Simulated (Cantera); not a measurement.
A Cantera script and what it prints.

```python
import numpy as np
import cantera as ct

gas_names = """
    O3 TiO TiOCL2 O CL
""".split()
cond_names = """
    TiCL4(L) Ti(a) Ti(b) Ti(L) Ti3O5(a) Ti3O5(b) Ti3O5(L)
""".split()


# ... load() reads the species with a 1 bar reference pressure and builds the phases ...
species = {s.name: s for s in load("nasa_gas.yaml", gas_names) + load("nasa_condensed.yaml", cond_names)}
# Each term lists the table entries of one substance; the one whose range holds T is used.
reactions = {
    '3 TiCl4 + O3(g) + 3 TiO(g) = 6 TiOCl2(g)':
        [(-3, ['TiCL4(L)']), (-1, ['O3']), (-3, ['TiO']), (6, ['TiOCL2'])],
    'O(g) + 2 Cl(g) + Ti = TiOCl2(g)':
        [(-1, ['O']), (-2, ['CL']), (-1, ['Ti(a)', 'Ti(b)', 'Ti(L)']), (1, ['TiOCL2'])],
    '9 TiO(g) + 2 O3(g) = 3 Ti3O5':
        [(-9, ['TiO']), (-2, ['O3']), (3, ['Ti3O5(a)', 'Ti3O5(b)', 'Ti3O5(L)'])],
}


def pick(names, T):
    return next(species[n] for n in names if species[n].thermo.min_temp <= T <= species[n].thermo.max_temp)


results = []
for label, terms in reactions.items():
    print(label)
    print("     T/K   dH/kJ  dS/(J/K)   dG/kJ   log10 K")
    for T in [300, 373, 398, 423, 448, 473]:
        used = [(nu, pick(names, T)) for nu, names in terms]
        dH = sum(nu * s.thermo.h(T) for nu, s in used) / 1e6
        dS = sum(nu * s.thermo.s(T) for nu, s in used) / 1e3
        dG = dH - T * dS / 1e3
        logK = -dG * 1e6 / (ct.gas_constant * T * np.log(10))
        results.append((label, T, dH, dS, dG, logK, [s.name for _, s in used]))
        print(f"{T:8g} {dH:8.1f} {dS:8.1f} {dG:8.1f} {logK:8.2f}")
```

Output:

```
3 TiCl4 + O3(g) + 3 TiO(g) = 6 TiOCl2(g)
     T/K   dH/kJ  dS/(J/K)   dG/kJ   log10 K
     300  -1166.1    228.5  -1234.6   214.96
     373  -1176.0    198.9  -1250.2   175.07
     398  -1179.3    190.4  -1255.0   164.71
     423  -1182.5    182.5  -1259.7   155.55
     448  -1185.7    175.2  -1264.2   147.39
     473  -1188.9    168.2  -1268.5   140.08
O(g) + 2 Cl(g) + Ti = TiOCl2(g)
     T/K   dH/kJ  dS/(J/K)   dG/kJ   log10 K
     300  -1037.4   -201.3   -977.0   170.11
     373  -1038.7   -205.2   -962.1   134.74
     398  -1039.1   -206.3   -957.0   125.60
     423  -1039.5   -207.4   -951.8   117.54
     448  -1040.0   -208.3   -946.6   110.37
     473  -1040.4   -209.2   -941.4   103.96
9 TiO(g) + 2 O3(g) = 3 Ti3O5
     T/K   dH/kJ  dS/(J/K)   dG/kJ   log10 K
     300  -8150.6  -2190.6  -7493.4  1304.69
     373  -8141.7  -2164.4  -7334.4  1027.08
     398  -8138.0  -2154.7  -7280.4   955.48
     423  -8134.1  -2145.1  -7226.7   892.38
     448  -8130.0  -2135.7  -7173.2   836.34
     473  -8086.6  -2039.5  -7121.9   786.48
```

Standard-state values (1 bar) from the NASA 1993 polynomials, evaluated with Cantera. Condensed species are held in their standard states even where they would react or evaporate.
